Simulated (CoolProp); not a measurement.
Vapour-liquid equilibrium of benzene (1) + dimethyl carbonate (2) at 318 kPa; x and y are mole fractions of (1).

Model: multi-fluid Helmholtz-energy mixture model, Thol 2012 and Zhou 2011; pair parameters Bell 2016, in CoolProp.

```csv
x,bubble temperature (K),y at the bubble point,dew temperature at overall composition x (K),liquid density (mol/L)
0.05,402.8,0.073,403.2,10.12
0.125,401.4,0.172,402.1,10.10
0.2,400.2,0.260,401.0,10.07
0.275,399.1,0.340,400.0,10.04
0.35,398.2,0.414,399.0,10.01
0.425,397.5,0.483,398.1,9.981
0.5,396.8,0.549,397.3,9.952
0.575,396.3,0.613,396.6,9.924
0.65,395.9,0.677,396.1,9.897
0.725,395.6,0.741,395.7,9.870
0.8,395.4,0.806,395.4,9.845
0.875,395.4,0.875,395.4,9.821
0.95,395.5,0.948,395.5,9.797
```

y crosses x between x = 0.8 and 0.875: the model has an azeotrope there.

Pair parameters are fitted to limited data, so mixtures are less certain than the pure fluids.
